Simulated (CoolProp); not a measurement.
Vapour-liquid equilibrium of R134a (1) + R123 (2) at 0.195 MPa; x and y are mole fractions of (1).

The numbers come from the multi-fluid Helmholtz-energy mixture model, Tillner-Roth 1994 and Younglove 1994; pair parameters Bell 2016 in CoolProp.

| x | bubble temperature (°C) | y at the bubble point | dew temperature at overall composition x (°C) | liquid density (mol/L) |
|---|---|---|---|---|
| 0.05 | 38.1 | 0.278 | 45.7 | 9.439 |
| 0.2 | 19.4 | 0.677 | 40.9 | 10.08 |
| 0.35 | 8.7 | 0.823 | 35.4 | 10.62 |
| 0.5 | 1.9 | 0.891 | 29.0 | 11.13 |
| 0.65 | -2.7 | 0.932 | 21.1 | 11.65 |
| 0.8 | -6.4 | 0.962 | 10.6 | 12.20 |
| 0.95 | -9.6 | 0.990 | -4.9 | 12.81 |

No azeotrope shows between x = 0.05 and 0.95.

Pair parameters are fitted to limited data, so mixtures are less certain than the pure fluids.
